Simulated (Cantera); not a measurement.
Feed: 1 mol BN, 0.52 mol O2, 71 mol N2, 0.99 mol H2O, at 1775 °C and 2.10 Pa.

Equilibrium computed with Cantera from the NASA thermochemical tables; the gas is ideal and each condensed phase is pure. Candidate condensed phases: B, BN, B2O3, B3O3H3, H2O; 39 gas species. The numbers say what is thermodynamically allowed, not how fast it happens.

Base state: N2 0.958, H 0.0198, BO 0.00703, O 0.00535, BO2 0.00290, HBO2 0.00183, H2 0.00164, B2O3 0.000803 (mole fractions); condensed: gas only.

Task: What changes in the equilibrium state with this change: BN replaced by Si3N4?

Result: 
```tsv
species	before	after
N2	0.958	0.938
SiO	0	0.0261
H	0.0198	0.0216
Si	0	0.0124
BO	0.00703	0
O	0.00535	1.82e-9
BO2	0.00290	0
```
The tables' values for SiN are old estimates; treat these amounts as uncertain. Further candidate phases: Si, SiO2, Si2N2O, Si3N4.

Task: What changes in the equilibrium state with this change: BN replaced by AlN?

Result: 
| species | before | after |
|---|---|---|
| N2 | 0.958 | 0.970 |
| H | 0.0198 | 0.0215 |
| O | 0.00535 | 0.00472 |
| BO | 0.00703 | 0 |
| BO2 | 0.00290 | 0 |
| AlO | 0 | 4.91e-5 |
| HBO2 | 0.00183 | 0 |
| B2O3 | 0.000803 | 0 |
| Al2O3(s), mol | 0 | 0.496 |
Further candidate phases: Al, AlN, Al2O3.
